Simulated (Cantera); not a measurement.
Input: 1 mol Cu₂O, 3.1 mol CH₄, 0.054 mol CO, 8 mol C, equilibrated at 56.0 Pa.

These are equilibrium values from Cantera (NASA tables, ideal gas, pure condensed phases), not measurements of a reactor. Candidate condensed phases: C, C₆H₆, C₇H₈, C₈H₁₈, Cu, CuO, Cu(OH)₂, Cu₂O, H₂O; 113 gas species. The numbers say what is thermodynamically allowed, not how fast it happens.

Task: Which condensed phases are stable at each of these points (T (°C)): 527, 677, 827, 977, 1127, 1277, 1427, 1577, 1727, 1877, 2027?

Result: 
| T (°C) | condensed phases | Cu condensed (%) |
|---|---|---|
| 527 | C(graphite) + Cu(s) | 100.0 |
| 677 | C(graphite) + Cu(s) | 100.0 |
| 827 | C(graphite) + Cu(s) | 100.0 |
| 977 | C(graphite) + Cu(s) | 100.0 |
| 1127 | C(graphite) + Cu(l) | 99.1 |
| 1277 | C(graphite) + Cu(l) | 87.5 |
| 1427 | C(graphite) | 0.0 |
| 1577 | C(graphite) | 0.0 |
| 1727 | C(graphite) | 0.0 |
| 1877 | C(graphite) | 0.0 |
| 2027 | C(graphite) | 0.0 |

From 527 °C to 977 °C the condensed part is C(graphite) + Cu(s). From 1127 °C to 1277 °C the condensed part is C(graphite) + Cu(l). From 1427 °C to 2027 °C the condensed part is C(graphite).
